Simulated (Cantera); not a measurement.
Cantera run:

```python
import numpy as np
import cantera as ct

gas_names = """
    H H2 N NH NH2 NH3 N2 N2H2 N2H4 Pb Pb2
""".split()
cond_names = """
    Pb(cr) Pb(L)
""".split()


def load(file, names, dense=False):
    # The tables refer to 1 bar. Condensed volumes are neglected.
    table = {s.name: s for s in ct.Species.list_from_file(file)}
    out = []
    for n in names:
        d = dict(table[n].input_data)
        d["thermo"] = dict(d["thermo"], **{"reference-pressure": 1e5})
        if dense:
            d["equation-of-state"] = {"model": "constant-volume", "density": "1e6 g/cm^3"}
        out.append(ct.Species.from_dict(d))
    return out


gas = ct.Solution(thermo="ideal-gas", species=load("nasa_gas.yaml", gas_names))
cond = {s.name: ct.Solution(thermo="fixed-stoichiometry", species=[s], name=s.name)
        for s in load("nasa_condensed.yaml", cond_names, dense=True)}
atoms = {
    'Pb': {'Pb': 1},
    'H2': {'H': 2},
    'N2': {'N': 2},
}
top_T = {}  # K; cautious upper limits of use, not melting points


def equilibrate(T, P, feed):
    n = {}
    for name, mol in feed.items():
        for a, k in atoms[name].items():
            n[a] = n.get(a, 0.0) + k * mol
    gas.TPX = T, P, n
    mass = sum(n.values()) * gas.mean_molecular_weight
    gas.equilibrate("TP")
    valid = [c for c in cond.values() if c.min_temp <= T <= top_T.get(c.name, c.max_temp)]
    mix = ct.Mixture([(gas, mass / gas.mean_molecular_weight)] + [(c, 0.0) for c in valid])
    mix.T, mix.P = T, P
    mix.equilibrate("TP", solver="vcs", rtol=1e-11, max_steps=5000)
    return mix


results = []
feed = {'Pb': 1, 'H2': 1.8, 'N2': 46}  # mol
P = 100000  # Pa
for T in [475, 575, 675, 775, 875, 975, 1075, 1175, 1275, 1375, 1475, 1575]:
    mix = equilibrate(T, P, feed)
    results.append((T, P, feed, dict(zip(mix.species_names, mix.species_moles))))
    x = sorted(zip(gas.X, gas.species_names), reverse=True)
    print(f"T = {T:g} K  P = {P:g} Pa  gas = {mix.phase_moles(0):.4g} mol")
    print("   x: " + "  ".join(f"{s} {v:.3e}" for v, s in x if v > 1e-05))
    print("   condensed (mol): " + ("  ".join(f"{mix.phase(i).name} {mix.phase_moles(i):.4g}"
          for i in range(1, mix.n_phases) if mix.phase_moles(i) > 1e-12) or "none"))
```

Result:

```
T = 475 K  P = 100000 Pa  gas = 47.64 mol
   x: N2 9.639e-01  H2 3.262e-02  NH3 3.445e-03
   condensed (mol): Pb(cr) 1
T = 575 K  P = 100000 Pa  gas = 47.78 mol
   x: N2 9.626e-01  H2 3.699e-02  NH3 4.541e-04
   condensed (mol): Pb(cr) 1
T = 675 K  P = 100000 Pa  gas = 47.8 mol
   x: N2 9.624e-01  H2 3.752e-02  NH3 9.332e-05
   condensed (mol): Pb(L) 1
T = 775 K  P = 100000 Pa  gas = 47.8 mol
   x: N2 9.624e-01  H2 3.762e-02  NH3 2.775e-05
   condensed (mol): Pb(L) 1
T = 875 K  P = 100000 Pa  gas = 47.8 mol
   x: N2 9.623e-01  H2 3.764e-02  NH3 1.068e-05
   condensed (mol): Pb(L) 1
T = 975 K  P = 100000 Pa  gas = 47.8 mol
   x: N2 9.623e-01  H2 3.765e-02
   condensed (mol): Pb(L) 0.9996
T = 1075 K  P = 100000 Pa  gas = 47.8 mol
   x: N2 9.623e-01  H2 3.765e-02  Pb 7.594e-05
   condensed (mol): Pb(L) 0.9964
T = 1175 K  P = 100000 Pa  gas = 47.82 mol
   x: N2 9.619e-01  H2 3.764e-02  Pb 4.354e-04
   condensed (mol): Pb(L) 0.9792
T = 1275 K  P = 100000 Pa  gas = 47.89 mol
   x: N2 9.605e-01  H2 3.758e-02  Pb 1.886e-03
   condensed (mol): Pb(L) 0.9097
T = 1375 K  P = 100000 Pa  gas = 48.12 mol
   x: N2 9.560e-01  H2 3.741e-02  Pb 6.565e-03
   condensed (mol): Pb(L) 0.684
T = 1475 K  P = 100000 Pa  gas = 48.74 mol
   x: N2 9.438e-01  H2 3.693e-02  Pb 1.921e-02
   condensed (mol): Pb(L) 0.06307
T = 1575 K  P = 100000 Pa  gas = 48.8 mol
   x: N2 9.426e-01  H2 3.688e-02  Pb 2.048e-02
   condensed (mol): none
```

Equilibrium computed with Cantera from the NASA thermochemical tables; the gas is ideal and each condensed phase is pure.
